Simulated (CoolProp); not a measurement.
Aqueous calcium chloride as a coolant, at 24 °C, 1 atm.

Values from CoolProp's Melinder's fits for secondary coolants.

```csv
mass %,freezing point (°C),conductivity (W/(m K)),cp (kJ/(kg K)),viscosity (mPa s),Prandtl number
5.7,-2.8,0.599,3.853,1.06,6.82
7.7,-4.0,0.596,3.743,1.11,6.99
9.7,-5.6,0.594,3.633,1.18,7.20
11.7,-7.4,0.591,3.525,1.25,7.45
13.7,-9.5,?,3.420,1.34,7.77
15.7,-11.9,?,3.318,1.44,8.18
17.7,-14.6,0.584,3.222,?,8.69
19.7,?,?,3.133,?,9.32
21.7,-21.4,0.578,3.052,1.91,10.1
23.7,-25.7,0.575,2.978,2.13,11.0
25.7,-31.1,0.572,2.911,?,12.2
27.7,?,0.569,2.850,2.72,13.6
```

Complete the blanks.


- 13.7, conductivity (W/(m K)): 0.589
- 15.7, conductivity (W/(m K)): 0.586
- 17.7, viscosity (mPa s): 1.57
- 19.7, freezing point (°C): -17.8
- 19.7, conductivity (W/(m K)): 0.581
- 19.7, viscosity (mPa s): 1.73
- 25.7, viscosity (mPa s): 2.40
- 27.7, freezing point (°C): -37.8
